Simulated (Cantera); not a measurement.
A perfectly stirred reactor is fed with 3.71 % CH₄, 11.1 % O₂, 85.2 % N₂, at 1000000 Pa; it is adiabatic with a 498 K inlet, and is followed from long to short residence time, starting on the burning branch (τ in s: 0.15, 0.056, 0.021, 0.0078, 0.0029, 0.0011, 0.00041, 0.00015, 5.7e-05, 2.1e-05, 8e-06, 3e-06).

Cantera simulation using GRI-Mech 3.0 (53 species, 325 reactions); the numbers are that mechanism's predictions, not measurements.

x: mole fraction; the columns are a selection and need not sum to one.

| τ (s) | T (K) | x CH₄ | x O₂ | x NO₂ | x H | x CO | x C₂H₄ | x CO₂ |
|---|---|---|---|---|---|---|---|---|
| 0.15 | 1371 | 9.87e-5 | 0.0373 | [?] | 1.89e-7 | 0.000707 | 2.52e-6 | 0.0362 |
| 0.056 | 1360 | 0.000227 | 0.0381 | [?] | 4.56e-7 | 0.00171 | 6.64e-6 | 0.0350 |
| 0.021 | 1322 | 0.000693 | 0.0407 | [?] | 9.62e-7 | 0.00477 | 2.12e-5 | 0.0313 |
| 0.0078 | 498 | 0.0371 | 0.111 | <1e-12 | <1e-12 | <1e-12 | <1e-12 | <1e-12 |
| 0.0029 | 498 | 0.0371 | 0.111 | <1e-12 | <1e-12 | <1e-12 | <1e-12 | <1e-12 |
| 0.0011 | 498 | 0.0371 | 0.111 | <1e-12 | <1e-12 | <1e-12 | <1e-12 | <1e-12 |
| 0.00041 | 498 | 0.0371 | 0.111 | <1e-12 | <1e-12 | <1e-12 | <1e-12 | <1e-12 |
| 0.00015 | 498 | 0.0371 | 0.111 | <1e-12 | <1e-12 | <1e-12 | <1e-12 | <1e-12 |
| 5.7e-5 | 498 | 0.0371 | 0.111 | <1e-12 | <1e-12 | <1e-12 | <1e-12 | <1e-12 |
| 2.1e-5 | 498 | 0.0371 | 0.111 | <1e-12 | <1e-12 | <1e-12 | <1e-12 | <1e-12 |
| 8.0e-6 | 498 | 0.0371 | 0.111 | <1e-12 | <1e-12 | <1e-12 | <1e-12 | <1e-12 |
| 3.0e-6 | 498 | 0.0371 | 0.111 | <1e-12 | <1e-12 | <1e-12 | <1e-12 | <1e-12 |

Q: Fill in the missing entries.

A: 
- 0.15, x NO₂: 6.16e-8
- 0.056, x NO₂: 6.73e-8
- 0.021, x NO₂: 3.27e-8
